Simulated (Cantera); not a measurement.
**Premixed flame**

A freely propagating, adiabatic, planar premixed flame of C3H8 : O2 : N2 = 1 : 3.85 : 14.5 (molar parts), unburnt at 625 K and 0.987 atm; mixture-averaged transport, grid criteria slope 0.08 and curve 0.16, no radiation.

Cantera simulation using GRI-Mech 3.0 (53 species, 325 reactions); the numbers are that mechanism's predictions, not measurements. GRI-Mech 3.0 was tuned for natural gas; its chemistry of propane as a main component is partial and can be far from experiment. Burning velocities carry a grid error of a few per cent, more on coarse grids.

```csv
z (mm),T (K),u (m/s),x C3H8,x O2,x NO2,x OH,x NO,x CH2O
-0.793,625,1.54,0.0516,0.199,<1e-8,<1e-8,<1e-8,2.85e-7
-0.528,627,1.55,0.0514,0.198,<1e-8,<1e-8,1.26e-8,5.26e-6
-0.396,634,1.57,0.0511,0.196,1.05e-8,1.53e-8,5.85e-8,2.86e-5
-0.264,685,1.72,0.0501,0.189,5.91e-8,6.97e-7,4.14e-7,0.000225
-0.132,1038,2.71,0.0360,0.151,1.09e-7,2.95e-5,3.75e-6,0.00148
-0.0661,1433,3.89,0.0123,0.105,5.83e-8,0.000366,9.02e-6,0.00201
0,1815,5.06,0.000460,0.0568,1.44e-8,0.00192,1.92e-5,0.000884
0.0661,2022,5.68,9.77e-7,0.0265,<1e-8,0.00448,3.57e-5,0.000204
0.132,2092,5.87,<1e-8,0.0129,<1e-8,0.00640,5.25e-5,3.88e-5
0.264,2128,5.94,<1e-8,0.00540,<1e-8,0.00744,7.10e-5,6.06e-7
0.528,2157,5.99,<1e-8,0.00351,<1e-8,0.00720,8.13e-5,<1e-8
1.06,2193,6.08,<1e-8,0.00268,<1e-8,0.00658,8.86e-5,<1e-8
2.11,2238,6.18,<1e-8,0.00182,<1e-8,0.00560,9.84e-5,<1e-8
```
x: mole fraction of selected species; z is measured from the peak of heat release.

The laminar burning velocity is 153 cm/s, the thermal thickness is 0.264 mm and the peak x(OH) comes out as 0.00745. The peak x(CH2O) is 0.00203 and the grid points comes out as 144.
